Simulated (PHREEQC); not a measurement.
1 kg of water holding 0.048 mol KCl, 0.0065 mol NaCl and 0.52 mol MgCl2 is evaporated at 25 °C; the solids stay in contact with the brine. No CO2 enters from the air. Only these solids could form: Bischofite, Brucite, Carnallite, Halite, Sylvite, MgCl2_4H2O.

The series has 15 steps of water left (kg), from 1 to 0.0215.

Model: Pitzer model, pitzer.dat, run in PHREEQC.

**Question.** Which solids form, in which order, and at which step of the series does each first stand?

**Answer.** Carnallite from water left = 0.1144 kg; Bischofite from water left = 0.05904 kg; Halite from water left = 0.05904 kg.
